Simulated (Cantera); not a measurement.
**Transport properties of process gases**

Gas mixture: 100 % NO, at 10.00 Torr, frozen composition.

Cantera's kinetic-theory transport with the Lennard-Jones parameters of GRI-Mech 3.0, ideal gas; thermal conductivity in the mixture-averaged form. The composition is frozen, though it would react at the higher temperatures.

| T (K) | ρ (kg/m³) | cp (J/kg/K) | μ (µPa s) | λ (mW/m/K) | Pr | D (cm²/s) CH3 | D (cm²/s) OH | D (cm²/s) CH4 |
|---|---|---|---|---|---|---|---|---|
| 400 | 0.0120 | 998.6 | 23.1 | 32.4 | 0.712 | 28.2 | 39.3 | 28.0 |
| 550 | 0.00875 | 1028 | 28.9 | 42.0 | 0.707 | 48.9 | 67.5 | 48.6 |
| 700 | 0.00687 | 1067 | 34.0 | 51.3 | 0.707 | 73.7 | 101 | 73.3 |
| 850 | 0.00566 | 1104 | 38.6 | 60.2 | 0.708 | 102 | 140 | 102 |
| 1000 | 0.00481 | 1133 | 42.9 | 68.6 | 0.709 | 134 | 184 | 134 |
| 1150 | 0.00418 | 1153 | 47.0 | 76.7 | 0.707 | 170 | 232 | 169 |
D: mixture-averaged diffusion coefficient of that species in the mixture.
